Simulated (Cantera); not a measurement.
A perfectly stirred reactor is fed with CH4 : N2 = 1 : 10 (molar parts), at 10.00 Torr; it is held at 1148 K, and followed from long to short residence time.

Computed with Cantera and GRI-Mech 3.0 (53 species, 325 reactions). GRI-Mech 3.0 stops at C3 and has no aromatics, soot or wall deposition, so with more carbon than oxygen in the feed, carbon stays in small species such as C2H2 where larger ones or solid carbon would form. Radical loss at walls, strong at low pressure, is not modelled.

Problem. What does this change do: temperature 1148 to 1550 K?

Solution. 
| quantity | before | after |
|---|---|---|
| x(CH4) at τ = 0.970 s | 0.0909 | 0.0679 |
| x(H) at τ = 0.970 s | 5.03e-12 | 1.12e-5 |
| x(CH3) at τ = 0.970 s | 6.28e-8 | 0.000467 |
| x(C2H) at τ = 0.970 s | <1e-12 | 8.44e-9 |
| x(HCN) at τ = 0.970 s | <1e-12 | 2.38e-8 |
| x(CH4) at τ = 42.0 ms | 0.0909 | 0.0908 |
| x(H) at τ = 42.0 ms | 4.99e-12 | 8.19e-8 |
| x(CH3) at τ = 42.0 ms | 2.75e-9 | 9.75e-5 |
| x(C2H) at τ = 42.0 ms | <1e-12 | 3.30e-12 |
| x(HCN) at τ = 42.0 ms | <1e-12 | <1e-12 |
